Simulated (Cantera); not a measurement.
Cantera run:

```python
import numpy as np
import cantera as ct

gas_names = """
    C CH CH2 CH3 CH2OH CH3O CH4 CH3OH CO CO2 COOH C2 C2H CHCO,ketyl C2H2,acetylene C2H2,vinylidene
    CH2CO,ketene C2H3,vinyl CH3CO,acetyl C2H4 C2H4O,ethylen CH3CHO,ethanal CH3COOH (HCOOH)2 C2H5 C2H6
    CH3OCH3 C2H5OH C2O C3 C3H3,propargyl C3H4,allene C3H4,propyne C3H4,cyclo- C3H5,allyl C3H6,propylene
    C3H6,cyclo- C3H6O C3H7,n-propyl C3H7,i-propyl C3H8 C3H8O,1propanol C3H8O,2propanol C3O2 C4 C4H2
    C4H4,1,3-cyclo- C4H6,butadiene C4H6,2-butyne C4H6,cyclo- C4H8,1-butene C4H8,cis2-buten
    C4H8,tr2-butene C4H8,isobutene C4H8,cyclo- (CH3COOH)2 C4H9,n-butyl C4H9,i-butyl C4H9,s-butyl
    C4H9,t-butyl C4H10,isobutane C4H10,n-butane C5 C5H6,1,3cyclo- C5H8,cyclo- C5H10,1-pentene
    C5H10,cyclo- C5H11,pentyl C5H11,t-pentyl C5H12,n-pentane C5H12,i-pentane CH3C(CH3)2CH3 C6H2
    C6H5,phenyl C6H5O,phenoxy C6H6 C6H5OH,phenol C6H10,cyclo- C6H12,1-hexene C6H12,cyclo- C6H13,n-hexyl
    C7H7,benzyl C7H8 C7H8O,cresol C7H14,1-heptene C7H15,n-heptyl C7H16,n-heptane C8H8,styrene
    C8H10,ethylbenz C8H16,1-octene C8H17,n-octyl C8H18,isooctane C8H18,n-octane C9H19,n-nonyl
    C10H8,naphthale C10H21,n-decyl C12H9,o-bipheny C12H10,bipheny Fe FeC5O5 FeO Fe(OH)2 H HCO HO2 H2
    HCHO,formaldehy HCOOH H2O H2O2 O OH O2 O3
""".split()
cond_names = """
    C(gr) C6H6(L) C7H8(L) C8H18(L),n-octa Fe(a) Fe(c) Fe(d) Fe(L) FeC5O5(L) FeO(s) FeO(L) Fe(OH)2(s)
    Fe(OH)3(s) Fe2O3(s) Fe3O4(s) H2O(s) H2O(L)
""".split()


def load(file, names, dense=False):
    # The tables refer to 1 bar. Condensed volumes are neglected.
    table = {s.name: s for s in ct.Species.list_from_file(file)}
    out = []
    for n in names:
        d = dict(table[n].input_data)
        d["thermo"] = dict(d["thermo"], **{"reference-pressure": 1e5})
        if dense:
            d["equation-of-state"] = {"model": "constant-volume", "density": "1e6 g/cm^3"}
        out.append(ct.Species.from_dict(d))
    return out


gas = ct.Solution(thermo="ideal-gas", species=load("nasa_gas.yaml", gas_names))
cond = {s.name: ct.Solution(thermo="fixed-stoichiometry", species=[s], name=s.name)
        for s in load("nasa_condensed.yaml", cond_names, dense=True)}
atoms = {
    'Fe3O4': {'Fe': 3, 'O': 4},
    'CH4': {'C': 1, 'H': 4},
    'H2': {'H': 2},
}
top_T = {'C(gr)': 4500, 'Fe2O3(s)': 1830, 'Fe3O4(s)': 1870}  # K; cautious upper limits of use, not melting points


def equilibrate(T, P, feed):
    n = {}
    for name, mol in feed.items():
        for a, k in atoms[name].items():
            n[a] = n.get(a, 0.0) + k * mol
    gas.TPX = T, P, n
    mass = sum(n.values()) * gas.mean_molecular_weight
    gas.equilibrate("TP")
    valid = [c for c in cond.values() if c.min_temp <= T <= top_T.get(c.name, c.max_temp)]
    mix = ct.Mixture([(gas, mass / gas.mean_molecular_weight)] + [(c, 0.0) for c in valid])
    mix.T, mix.P = T, P
    mix.equilibrate("TP", solver="vcs", rtol=1e-11, max_steps=5000)
    return mix


results = []
feed = {'Fe3O4': 1, 'CH4': 1.9, 'H2': 0.34}  # mol
P = 11  # Pa
for T in [950, 1050, 1150, 1250, 1350, 1450, 1550]:
    mix = equilibrate(T, P, feed)
    results.append((T, P, feed, dict(zip(mix.species_names, mix.species_moles))))

top = {s: max(r[3][s] / sum(r[3][g] for g in gas_names) for r in results) for s in gas_names}
cols = sorted((s for s in top if top[s] > 1e-06), key=lambda s: -top[s])[:8]
seen = [c for c in cond_names if any(r[3].get(c, 0) > 1e-12 for r in results)]
print("log10 of partial pressures in bar; condensed amounts in mol")
print(f"{'T/K':>10s}" + "".join(f"{s[:9]:>10s}" for s in cols + seen))
for T, P, feed, n in results:
    ng = sum(n[g] for g in gas_names)
    print(f"{T:10.4g}" + "".join(f"{np.log10(max(n[s] / ng * P / 1e5, 1e-99)):10.3f}" for s in cols)
          + "".join(f"{n.get(c, 0):10.4g}" for c in seen))
```

Result:

```
log10 of partial pressures in bar; condensed amounts in mol
       T/K        H2        CO       H2O       CO2        Fe         H        OH       FeO     Fe(a)     Fe(c)    FeO(s)
       950    -4.186    -4.568    -4.991    -5.120   -14.951   -11.348   -14.985   -19.771     1.876         0     1.124
      1050    -4.202    -4.553    -4.899    -5.178   -12.815   -10.192   -13.384   -17.108     1.958         0     1.042
      1150    -4.220    -4.544    -4.819    -5.219   -11.066    -9.237   -12.055   -14.916     2.064         0    0.9359
      1250    -4.238    -4.538    -4.756    -5.251    -9.606    -8.434   -10.940   -13.084         0      2.17    0.8298
      1350    -4.254    -4.532    -4.707    -5.279    -8.367    -7.750    -9.993   -11.531         0     2.266    0.7339
      1450    -4.268    -4.528    -4.669    -5.305    -7.302    -7.158    -9.180   -10.199         0     2.346    0.6513
      1550    -4.283    -4.526    -4.641    -5.331    -6.378    -6.643    -8.475    -9.044         0     2.395    0.5815
```

Cantera equilibrium calculation (NASA polynomials, part measured and part estimated; ideal gas, pure solids and liquids). Mutual solubility and eutectic melting of coexisting phases are not modelled. The tables' stoichiometric FeO is somewhat more stable than real wüstite, so its field is too wide. FeO: taken at fixed stoichiometry.
